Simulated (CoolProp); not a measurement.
A single-stage vapour-compression cycle with CH2F2 (R32): evaporating at 213.15 K (dew point), condensing at 281.15 K (bubble point), superheat 8 K, subcooling 0 K, compressor efficiency 0.7, no pressure losses. Each further row changes one setting.

The numbers come from the reference Helmholtz-energy equation of state, Tillner-Roth 1997 in CoolProp.

```tsv
case	cooling COP	pressure ratio	discharge temperature (K)	refrigerating effect (kJ/kg)	volumetric capacity (kJ/m³)
as stated	1.57	16.1	433.8	___	___
evaporating temperature 218.15 K	___	___	___	___	699
condensing temperature 276.15 K	___	13.8	___	293	554
subcooling 5 K	1.62	16.1	433.8	293	554
```

Fill in the missing entries.


- as stated, refrigerating effect (kJ/kg): 285
- as stated, volumetric capacity (kJ/m³): 537
- evaporating temperature 218.15 K, cooling COP: 1.78
- evaporating temperature 218.15 K, pressure ratio: 12.2
- evaporating temperature 218.15 K, discharge temperature (K): 418.0
- evaporating temperature 218.15 K, refrigerating effect (kJ/kg): 287
- condensing temperature 276.15 K, cooling COP: 1.74
- condensing temperature 276.15 K, discharge temperature (K): 421.0
